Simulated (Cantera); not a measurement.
Feed: 1 mol C₂H₄, 0.77 mol O₂, 15 mol H₂, held at 2325 K and 1 atm.

Cantera equilibrium calculation (NASA polynomials, part measured and part estimated; ideal gas, pure solids and liquids). Candidate condensed phases: C, C₆H₆, C₇H₈, C₈H₁₈, H₂O; 110 gas species. Kinetics and transport are ignored.

Base state: H₂ 0.902, CO 0.0826, H 0.0104, C₂H₂ (acetylene) 0.00441, CH₄ 0.000168, CH₃ 3.62e-5 (mole fractions); condensed: C(graphite).

### Question
What changes in the equilibrium state with this change: O₂ from 0.77 to 0.0093 mol?

### Answer
```tsv
species	before	after
H₂	0.902	0.983
H	0.0104	0.0108
C₂H₂ (acetylene)	0.00441	0.00481
CO	0.0826	0.00109
CH₄	0.000168	0.000200
CH₃	3.62e-5	4.12e-5
C(graphite), mol	0.291	1.81
```
